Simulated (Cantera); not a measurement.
Charge: 1 mol SiC, a varied amount of CO2, 54 mol H2, held at 1450 K and 15.0 mbar.

Cantera equilibrium calculation (NASA polynomials, part measured and part estimated; ideal gas, pure solids and liquids). Candidate condensed phases: C, C6H6, C7H8, C8H18, H2O, Si, SiC, SiO2; 123 gas species. Rates play no part.

Task: At 0.36 mol CO2, list the 4 most abundant gas species with their mole fractions, and the condensed phases.

Result: H2 0.987, CO 0.00986, SiO 0.00329, H 7.67e-5. Condensed: SiC(s).
